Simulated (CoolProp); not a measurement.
The fluid at 502.31 K and 16.9 MPa flows at 3.3 m/s in a round tube of 4.6 mm bore and 0.25 µm roughness, fully developed (64/Re and Nu = 3.66 if laminar; Colebrook and Gnielinski if turbulent). The same conditions are run with several fluids, on thermodynamics alone (safety and materials aside).

Values from CoolProp's reference Helmholtz-energy equation of state of each fluid (ethanol: Schroeder 2014; n-decane: Lemmon 2006; water: Wagner 2002; n-nonane: Lemmon 2006; o-xylene: Zhou 2012).

```
fluid     Reynolds number  Darcy friction factor  pressure drop (Pa/m)  heat-transfer coefficient (W/(m² K))  mass flow (kg/h)
--------  ---------------  ---------------------  --------------------  ------------------------------------  ----------------
ethanol             90700                      …                 12500                                 11300               112
n-decane            48300                 0.0212                 15000                                  6210               118
water                   …                 0.0181                     …                                     …               166
n-nonane            55100                 0.0207                 14200                                  6570               114
o-xylene            59200                      …                 17300                                  6620               142
```

Task: Complete the blanks.

Result: 
- ethanol, Darcy friction factor: 0.0186
- water, Reynolds number: 106000
- water, pressure drop (Pa/m): 18000
- water, heat-transfer coefficient (W/(m² K)): 30300
- o-xylene, Darcy friction factor: 0.0203

Transport values come from each fluid's own correlations.
